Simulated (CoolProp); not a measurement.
Values from CoolProp's reference Helmholtz-energy equation of state, Leachman 2009.

### Question
For normal hydrogen, give the phase and the cp (kJ/(kg K)), speed of sound (m/s), conductivity (mW/(m K)) at -223.65 °C and 1.72 MPa; -71.95 °C and 1.72 MPa.

### Answer
- -223.65 °C and 1.72 MPa: supercritical; cp 14.1, speed of sound 570, conductivity 47.2
- -71.95 °C and 1.72 MPa: supercritical; cp 13.7, speed of sound 1110, conductivity 136

Thermal conductivity comes from a separate model (Assael 2011).
